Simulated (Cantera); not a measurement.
Charge: 1 mol Fe2O3, 0.18 mol H2O, 1.1 mol O2, equilibrated at 13.0 mbar.

These are equilibrium values from Cantera (NASA tables, ideal gas, pure condensed phases), not measurements of a reactor. Candidate condensed phases: Fe, FeO, Fe(OH)2, Fe(OH)3, Fe2O3, Fe3O4, H2O; 12 gas species. The numbers say what is thermodynamically allowed, not how fast it happens.

Which condensed phases are stable at each of these points (T (°C)): 827, 902, 977, 1052, 1127, 1202, 1277, 1352, 1427?


| T (°C) | condensed phases | Fe condensed (%) |
|---|---|---|
| 827 | Fe2O3(s) | 100.0 |
| 902 | Fe2O3(s) | 100.0 |
| 977 | Fe2O3(s) | 100.0 |
| 1052 | Fe2O3(s) | 100.0 |
| 1127 | Fe2O3(s) | 100.0 |
| 1202 | Fe2O3(s) | 100.0 |
| 1277 | Fe3O4(s) | 100.0 |
| 1352 | Fe3O4(s) | 100.0 |
| 1427 | Fe3O4(s) | 100.0 |

From 827 °C to 1202 °C the condensed part is Fe2O3(s). From 1277 °C to 1427 °C the condensed part is Fe3O4(s).
